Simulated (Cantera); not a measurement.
A perfectly stirred reactor is fed with CH₄ : O₂ : N₂ = 1 : 2.53 : 9.52 (molar parts), at 255 Torr; it is adiabatic with a 548 K inlet, and is followed from long to short residence time, starting on the burning branch (τ in s: 0.023, 0.014, 0.009, 0.0056, 0.0035, 0.0022, 0.0013, 0.00083, 0.00052, 0.00032, 0.0002, 0.00012, 7.8e-05).

Computed with Cantera and GRI-Mech 3.0 (53 species, 325 reactions).

Question: What does this change do: 0.19 parts H2O added?

Answer: 
```
quantity                                                                        before                                 after
------------------------------------------------  ------------------------------------  ------------------------------------
blow-out, bracketed by the residence times tried  burning at 0.200 ms, out at 0.120 ms  burning at 0.200 ms, out at 0.120 ms
x(CH₄) at τ = 23.0 ms                                                          1.64e-5                               1.72e-5
x(O₂) at τ = 23.0 ms                                                            0.0431                                0.0424
x(HCO) at τ = 23.0 ms                                                          2.58e-7                               2.53e-7
x(NO) at τ = 23.0 ms                                                          0.000217                              0.000176
x(H₂) at τ = 23.0 ms                                                           0.00321                               0.00325
x(CH₄) at τ = 1.30 ms                                                         0.000158                              0.000165
x(O₂) at τ = 1.30 ms                                                            0.0497                                0.0490
x(HCO) at τ = 1.30 ms                                                          4.06e-6                               4.02e-6
x(NO) at τ = 1.30 ms                                                           3.15e-5                               2.87e-5
x(H₂) at τ = 1.30 ms                                                           0.00841                               0.00866
```
